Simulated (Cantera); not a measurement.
An isothermal, constant-pressure homogeneous reactor starts with H2 : O2 : H2O = 0.32 : 1 : 0.018 (molar parts), at 1400 K and 0.825 Torr.

Model: the H2/O2 subset of GRI-Mech 3.0, which has no nitrogen chemistry, integrated in Cantera. Radical loss at walls, strong at low pressure, is not modelled. The temperature is held fixed by assumption; the heat of reaction is taken as removed at once.

x: mole fraction; the columns are a selection and need not sum to one.

```tsv
t (s)	x H2	x O2	x H2O2	x O	x HO2	x H	x H2O
4.00e-6	0.239	0.747	<1e-12	8.72e-12	1.38e-9	1.37e-9	0.0135
2.52e-5	0.239	0.747	<1e-12	3.32e-10	8.71e-9	8.39e-9	0.0135
0.000159	0.239	0.747	3.21e-11	1.08e-8	5.49e-8	4.86e-8	0.0135
0.00100	0.239	0.747	[?]	4.25e-7	3.45e-7	7.48e-7	0.0135
0.00632	0.0906	0.660	[?]	0.0455	4.23e-7	0.0609	0.120
0.0399	0.0145	0.602	2.16e-8	0.0963	4.94e-7	0.0769	0.190
0.251	0.0139	0.610	2.24e-8	0.0896	5.07e-7	0.0694	0.197
1.59	0.00956	0.650	[?]	0.0557	5.55e-7	0.0347	0.234
10.0	0.000965	0.706	[?]	0.00507	2.86e-7	0.000963	0.281
```

### Question
Complete the blanks.

### Answer

- 0.00100, x H2O2: 1.24e-9
- 0.00632, x H2O2: 2.73e-8
- 1.59, x H2O2: 2.50e-8
- 10.0, x H2O2: 1.27e-8
